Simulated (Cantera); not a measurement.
Feed: 1 mol SiC, 2.1 mol H2O, 61 mol H2, at 3.60 Pa.

Method: chemical equilibrium by Gibbs-energy minimisation in Cantera with the NASA 1993 tables (ideal gas, pure condensed phases). Candidate condensed phases: C, C6H6, C7H8, C8H18, H2O, Si, SiC, SiO2; 123 gas species. Mutual solubility and eutectic melting of coexisting phases are not modelled. The tables hold silica as quartz up to 1696 K and as liquid above; real silica turns to tridymite and cristobalite and melts near 1996 K. Rates play no part.

### Question
Which condensed phases are stable at each of these points (T (K)): 1173, 1223, 1273, 1323, 1373, 1423, 1473, 1523, 1573, 1623, 1673, 1723, 1773, 1823?

### Answer
| T (K) | condensed phases | Si condensed (%) |
|---|---|---|
| 1173 | SiC(s) + SiO2(β-quartz) | 93.4 |
| 1223 | SiC(s) + SiO2(β-quartz) | 52.7 |
| 1273 | SiO2(β-quartz) | 10.0 |
| 1323 | SiO2(β-quartz) | 9.9 |
| 1373 | SiO2(β-quartz) | 9.6 |
| 1423 | SiO2(β-quartz) | 8.0 |
| 1473 | SiO2(β-quartz) | 1.0 |
| 1523 | gas only | 0.0 |
| 1573 | gas only | 0.0 |
| 1623 | gas only | 0.0 |
| 1673 | gas only | 0.0 |
| 1723 | gas only | 0.0 |
| 1773 | gas only | 0.0 |
| 1823 | gas only | 0.0 |

From 1173 K to 1223 K the condensed part is SiC(s) + SiO2(β-quartz). From 1273 K to 1473 K the condensed part is SiO2(β-quartz). From 1523 K to 1823 K nothing is condensed.
